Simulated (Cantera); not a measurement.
A perfectly stirred reactor is fed with CH4 : O2 : N2 = 1 : 3.33 : 24.3 (molar parts), at 210000 Pa; it is adiabatic with a 700 K inlet, and is followed from long to short residence time, starting on the burning branch (τ in s: 0.044, 0.02, 0.0089, 0.004, 0.0018, 0.0008, 0.00036, 0.00016, 7.3e-05, 3.3e-05, 1.5e-05).

Cantera simulation using GRI-Mech 3.0 (53 species, 325 reactions); the numbers are that mechanism's predictions, not measurements.

x: mole fraction; the columns are a selection and need not sum to one.

```json
[
 {"τ (s)": "0.044", "T (K)": "1501", "x CH4": "3.44e-5", "x O2": "0.0467", "x CO": "0.000422", "x CO2": "0.0345", "x O": "4.55e-5", "x H2O2": "1.56e-7", "x C2H2": "___"},
 {"τ (s)": "0.020", "T (K)": "1497", "x CH4": "5.84e-5", "x O2": "0.0468", "x CO": "0.000741", "x CO2": "0.0341", "x O": "7.40e-5", "x H2O2": "2.23e-7", "x C2H2": "___"},
 {"τ (s)": "0.0089", "T (K)": "1490", "x CH4": "0.000102", "x O2": "0.0472", "x CO": "0.00133", "x CO2": "0.0334", "x O": "0.000119", "x H2O2": "3.19e-7", "x C2H2": "___"},
 {"τ (s)": "0.0040", "T (K)": "1478", "x CH4": "0.000183", "x O2": "0.0479", "x CO": "0.00240", "x CO2": "0.0322", "x O": "0.000182", "x H2O2": "4.54e-7", "x C2H2": "___"},
 {"τ (s)": "0.0018", "T (K)": "1454", "x CH4": "0.000365", "x O2": "0.0494", "x CO": "0.00452", "x CO2": "0.0299", "x O": "0.000247", "x H2O2": "6.55e-7", "x C2H2": "___"},
 {"τ (s)": "0.00080", "T (K)": "700", "x CH4": "0.0349", "x O2": "0.116", "x CO": "<1e-12", "x CO2": "<1e-12", "x O": "<1e-12", "x H2O2": "<1e-12", "x C2H2": "<1e-12"},
 {"τ (s)": "0.00036", "T (K)": "700", "x CH4": "0.0349", "x O2": "0.116", "x CO": "<1e-12", "x CO2": "<1e-12", "x O": "<1e-12", "x H2O2": "<1e-12", "x C2H2": "<1e-12"},
 {"τ (s)": "0.00016", "T (K)": "700", "x CH4": "0.0349", "x O2": "0.116", "x CO": "<1e-12", "x CO2": "<1e-12", "x O": "<1e-12", "x H2O2": "<1e-12", "x C2H2": "<1e-12"},
 {"τ (s)": "7.3e-5", "T (K)": "700", "x CH4": "0.0349", "x O2": "0.116", "x CO": "<1e-12", "x CO2": "<1e-12", "x O": "<1e-12", "x H2O2": "<1e-12", "x C2H2": "<1e-12"},
 {"τ (s)": "3.3e-5", "T (K)": "700", "x CH4": "0.0349", "x O2": "0.116", "x CO": "<1e-12", "x CO2": "<1e-12", "x O": "<1e-12", "x H2O2": "<1e-12", "x C2H2": "<1e-12"},
 {"τ (s)": "1.5e-5", "T (K)": "700", "x CH4": "0.0349", "x O2": "0.116", "x CO": "<1e-12", "x CO2": "<1e-12", "x O": "<1e-12", "x H2O2": "<1e-12", "x C2H2": "<1e-12"}
]
```

Question: Complete the blanks.

Answer: 
- 0.044, x C2H2: 1.16e-8
- 0.020, x C2H2: 1.63e-8
- 0.0089, x C2H2: 2.24e-8
- 0.0040, x C2H2: 3.17e-8
- 0.0018, x C2H2: 5.46e-8
